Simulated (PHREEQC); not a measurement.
A solution holds 0.14 mol/kgw ZnCl2, at 25 °C. Closed to the air; pH follows from the charge balance.

Equilibrium calculation in PHREEQC: ion-association model, phreeqc.dat.

```yaml
pH: 4.92
ionic_strength: 0.373 mol/kgw
activity_of_water: 0.993
density: 1.014 g/cm³
```

```tsv
species	molality	activity	log γ
Cl-	0.254	0.170	-0.174
Zn+2	0.118	0.0282	-0.622
ZnCl+	0.0192	0.0129	-0.173
ZnCl2	0.00211	0.00230	0.037
ZnCl3-	0.000653	0.000439	-0.173
ZnCl4-2	0.000157	3.74e-5	-0.622
H+	1.55e-5	1.20e-5	-0.111
ZnOHCl	1.20e-5	1.31e-5	0.037
ZnOH+	3.49e-6	2.55e-6	-0.136
```

Precipitation was switched off in this run.
